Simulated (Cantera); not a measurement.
An adiabatic, constant-pressure homogeneous reactor starts with CH4 : H2 : O2 : N2 = 1 : 0.55 : 2.77 : 10.4 (molar parts), equivalence ratio 0.82, at 950 K and 9.87 atm. Integrator tolerance rtol = 1e-08.

Detailed kinetics in Cantera: GRI-Mech 3.0 (53 species, 325 reactions). Below about 1000 K GRI-Mech 3.0 lacks low-temperature oxidation paths.

Question: What does this change do: N2 10.4 to 18 parts?

Answer: 
```tsv
quantity	before	after
time of steepest temperature rise	49.4 ms	64.6 ms
temperature at 0.500 s	2503 K	2079 K
equilibrium temperature	2503 K	2077 K
x(CH4) at 0.500 s	<1e-12 (gas-phase equilibrium <1e-12)	<1e-12 (gas-phase equilibrium <1e-12)
x(H2) at 0.500 s	0.00186 (gas-phase equilibrium 0.00186)	0.000129 (gas-phase equilibrium 0.000129)
x(O2) at 0.500 s	0.0310 (gas-phase equilibrium 0.0310)	0.0212 (gas-phase equilibrium 0.0208)
x(CO2) at 0.500 s	0.0645 (gas-phase equilibrium 0.0645)	0.0451 (gas-phase equilibrium 0.0451)
x(HO2) at 0.500 s	7.95e-6 (gas-phase equilibrium 7.95e-6)	1.32e-6 (gas-phase equilibrium 1.29e-6)
```

Question: What does this change do: constant volume in place of constant pressure?

Answer: 
| quantity | before | after |
|---|---|---|
| time of steepest temperature rise | 49.4 ms | 46.4 ms |
| temperature at 0.500 s | 2503 K | 2789 K |
| equilibrium temperature | 2503 K | 2789 K |
| x(CH4) at 0.500 s | <1e-12 (gas-phase equilibrium <1e-12) | <1e-12 (gas-phase equilibrium <1e-12) |
| x(H2) at 0.500 s | 0.00186 (gas-phase equilibrium 0.00186) | 0.00369 (gas-phase equilibrium 0.00369) |
| x(O2) at 0.500 s | 0.0310 (gas-phase equilibrium 0.0310) | 0.0304 (gas-phase equilibrium 0.0304) |
| x(CO2) at 0.500 s | 0.0645 (gas-phase equilibrium 0.0645) | 0.0593 (gas-phase equilibrium 0.0593) |
| x(HO2) at 0.500 s | 7.95e-6 (gas-phase equilibrium 7.95e-6) | 1.96e-5 (gas-phase equilibrium 1.96e-5) |
